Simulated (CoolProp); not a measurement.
A closed Brayton cycle with dry air: compressor inlet 330.15 K and 5.3 MPa, high pressure 15.9 MPa, turbine inlet 910 K, compressor efficiency 0.8, turbine efficiency 0.9, recuperator effectiveness 0.8 (on enthalpy, no pinch check). Each further row changes one setting.

Model: reference Helmholtz-energy equation of state, Lemmon 2000, in CoolProp. It is a pseudo-pure fit of the blend.

```
case                           thermal efficiency (%)  net work (kJ/kg)  compressor to turbine work  compressor exit (K)  turbine exit (K)
-----------------------------  ----------------------  ----------------  --------------------------  -------------------  ----------------
as stated                                        26.4              74.9                        0.68                482.7             705.4
turbine inlet 860 K                              23.7                 ?                           ?                482.7             664.9
compressor inlet 340.15 K                        25.0              69.9                           ?                497.1             705.4
high pressure 13.5 MPa                           26.9              71.2                        0.65                    ?             732.8
recuperator effectiveness 0.5                    21.1              74.9                        0.68                482.7             705.4
```

Task: Fill in the missing entries.

Result: 
- turbine inlet 860 K, net work (kJ/kg): 62.0
- turbine inlet 860 K, compressor to turbine work: 0.72
- compressor inlet 340.15 K, compressor to turbine work: 0.70
- high pressure 13.5 MPa, compressor exit (K): 457.0
